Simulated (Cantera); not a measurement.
Input (Python, Cantera) and output of one run.

```python
import numpy as np
import cantera as ct

gas_names = """
    H H2 N NH NH2 NH3 N2 N2H2 N2H4 V VN
""".split()
cond_names = """
    V(cr) V(L) VN(s)
""".split()


def load(file, names, dense=False):
    # The tables refer to 1 bar. Condensed volumes are neglected.
    table = {s.name: s for s in ct.Species.list_from_file(file)}
    out = []
    for n in names:
        d = dict(table[n].input_data)
        d["thermo"] = dict(d["thermo"], **{"reference-pressure": 1e5})
        if dense:
            d["equation-of-state"] = {"model": "constant-volume", "density": "1e6 g/cm^3"}
        out.append(ct.Species.from_dict(d))
    return out


gas = ct.Solution(thermo="ideal-gas", species=load("nasa_gas.yaml", gas_names))
cond = {s.name: ct.Solution(thermo="fixed-stoichiometry", species=[s], name=s.name)
        for s in load("nasa_condensed.yaml", cond_names, dense=True)}
atoms = {
    'V': {'V': 1},
    'NH3': {'N': 1, 'H': 3},
}
top_T = {'VN(s)': 2300}  # K; cautious upper limits of use, not melting points


def equilibrate(T, P, feed):
    n = {}
    for name, mol in feed.items():
        for a, k in atoms[name].items():
            n[a] = n.get(a, 0.0) + k * mol
    gas.TPX = T, P, n
    mass = sum(n.values()) * gas.mean_molecular_weight
    gas.equilibrate("TP")
    valid = [c for c in cond.values() if c.min_temp <= T <= top_T.get(c.name, c.max_temp)]
    mix = ct.Mixture([(gas, mass / gas.mean_molecular_weight)] + [(c, 0.0) for c in valid])
    mix.T, mix.P = T, P
    mix.equilibrate("TP", solver="vcs", rtol=1e-11, max_steps=5000)
    return mix


results = []
feed = {'V': 1, 'NH3': 13}  # mol
P = 29  # Pa
for T in [750, 900, 1050, 1200, 1350, 1500, 1650, 1800, 1950, 2100, 2250, 2400, 2550, 2700]:
    mix = equilibrate(T, P, feed)
    results.append((T, P, feed, dict(zip(mix.species_names, mix.species_moles))))
    x = sorted(zip(gas.X, gas.species_names), reverse=True)
    print(f"T = {T:g} K  P = {P:g} Pa  gas = {mix.phase_moles(0):.4g} mol")
    print("   x: " + "  ".join(f"{s} {v:.3e}" for v, s in x if v > 1e-05))
    print("   condensed (mol): " + ("  ".join(f"{mix.phase(i).name} {mix.phase_moles(i):.4g}"
          for i in range(1, mix.n_phases) if mix.phase_moles(i) > 1e-12) or "none"))
```

Output:

```
T = 750 K  P = 29 Pa  gas = 25.5 mol
   x: H2 7.647e-01  N2 2.353e-01
   condensed (mol): VN(s) 1
T = 900 K  P = 29 Pa  gas = 25.5 mol
   x: H2 7.647e-01  N2 2.353e-01
   condensed (mol): VN(s) 1
T = 1050 K  P = 29 Pa  gas = 25.5 mol
   x: H2 7.647e-01  N2 2.353e-01
   condensed (mol): VN(s) 1
T = 1200 K  P = 29 Pa  gas = 25.5 mol
   x: H2 7.647e-01  N2 2.353e-01  H 1.013e-05
   condensed (mol): VN(s) 1
T = 1350 K  P = 29 Pa  gas = 25.5 mol
   x: H2 7.646e-01  N2 2.353e-01  H 1.224e-04
   condensed (mol): VN(s) 1
T = 1500 K  P = 29 Pa  gas = 25.51 mol
   x: H2 7.639e-01  N2 2.352e-01  H 9.035e-04
   condensed (mol): VN(s) 1
T = 1650 K  P = 29 Pa  gas = 25.56 mol
   x: H2 7.606e-01  N2 2.347e-01  H 4.652e-03
   condensed (mol): VN(s) 0.9999
T = 1800 K  P = 29 Pa  gas = 26.24 mol
   x: H2 7.340e-01  N2 2.477e-01  H 1.801e-02  V 2.725e-04
   condensed (mol): V(cr) 0.9928
T = 1950 K  P = 29 Pa  gas = 26.85 mol
   x: H2 6.980e-01  N2 2.421e-01  H 5.624e-02  V 3.655e-03
   condensed (mol): V(cr) 0.9018
T = 2100 K  P = 29 Pa  gas = 29.03 mol
   x: H2 6.008e-01  N2 2.239e-01  H 1.418e-01  V 3.349e-02
   condensed (mol): V(cr) 0.02778
T = 2250 K  P = 29 Pa  gas = 31.72 mol
   x: H2 4.659e-01  H 2.977e-01  N2 2.049e-01  V 3.152e-02
   condensed (mol): none
T = 2400 K  P = 29 Pa  gas = 36.06 mol
   x: H 5.026e-01  H2 2.895e-01  N2 1.802e-01  V 2.773e-02
   condensed (mol): none
T = 2550 K  P = 29 Pa  gas = 40.88 mol
   x: H 6.791e-01  N2 1.590e-01  H2 1.375e-01  V 2.446e-02  N 1.078e-05
   condensed (mol): none
T = 2700 K  P = 29 Pa  gas = 44.12 mol
   x: H 7.759e-01  N2 1.473e-01  H2 5.408e-02  V 2.267e-02  N 3.665e-05
   condensed (mol): none
```

Cantera equilibrium calculation (NASA polynomials, part measured and part estimated; ideal gas, pure solids and liquids). VN: taken at fixed stoichiometry. Condensed phases not in the tables: V2N, N, O or C dissolved in the metal.
